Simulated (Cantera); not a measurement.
**Metals in furnace atmospheres: Al + O2 + N2 + CO**

Charge: 1 mol Al, 0.23 mol O2, 2.1 mol N2, 0.55 mol CO, at 1.10 mbar.

Equilibrium computed with Cantera from the NASA thermochemical tables; the gas is ideal and each condensed phase is pure. Candidate condensed phases: Al, AlN, Al2O3, C; 32 gas species. Mutual solubility and eutectic melting of coexisting phases are not modelled. Kinetics and transport are ignored.

```
T (°C)  log p N2  log p CO  log p Al  log p Al2O  log p CO2  n AlN(s)  n Al2O3(s)  n C(graphite)
------  --------  --------  --------  ----------  ---------  --------  ----------  -------------
475        -2.96    -10.97      <-14        <-14       <-14     0.327       0.337          0.550
575        -2.96     -9.04      <-14        <-14       <-14     0.327       0.337          0.550
675        -2.96     -7.52      <-14        <-14     -14.79     0.327       0.337          0.550
775        -2.96     -6.29      <-14        <-14     -13.24     0.327       0.336          0.549
875        -2.96     -5.29      <-14        <-14     -11.96     0.333       0.334          0.541
975        -2.97     -4.45    -13.21        <-14     -10.90     0.369       0.315          0.486
1075       -3.03     -3.75    -11.20      -13.32     -10.03     0.558       0.221          0.203
1175       -3.08     -3.58     -9.47      -11.10      -9.71     0.693       0.153              0
1275       -3.08     -3.58     -7.98       -9.21      -9.56     0.693       0.153              0
1375       -3.08     -3.58     -6.68       -7.55      -9.43     0.693       0.153              0
1475       -3.08     -3.58     -5.53       -6.08      -9.32     0.685       0.153              0
```
log p: log10 of the partial pressure in bar; n: condensed amount in mol.

From 475 °C to 1075 °C the condensed part is AlN(s) + Al2O3(s) + C(graphite). From 1175 °C to 1475 °C the condensed part is AlN(s) + Al2O3(s).
